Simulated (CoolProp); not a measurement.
R1336mzz(E) at several states: Z from the reference equation and from simpler models built on Tc = 403.5 K, pc = 27.79 bar, ω = 0.413; each cubic takes its own stable root.

Computed with CoolProp (reference Helmholtz-energy equation of state, Akasaka 2023).

| T (K) | p (bar) | phase | reference |
|---|---|---|---|
| 262.5 | 0.336 | gas | 0.9799 |
| 206.2 | 7.43 | liquid | 0.04545 |
| 217.8 | 1.08 | liquid | 0.006368 |

### Question
How far does each simpler model (van der Waals, Peng-Robinson) lie from the reference over these 3 states: mean and median of the absolute difference, and the worst?

### Answer
- van der Waals: mean 4966.7 %, median 76.0 %, worst +14823.1 % at 217.8 K and 1.08 bar
- Peng-Robinson: mean 1.2 %, median 1.5 %, worst +1.8 % at 206.2 K and 7.43 bar

At some of these states van der Waals gives the other phase, because its saturation line lies elsewhere.
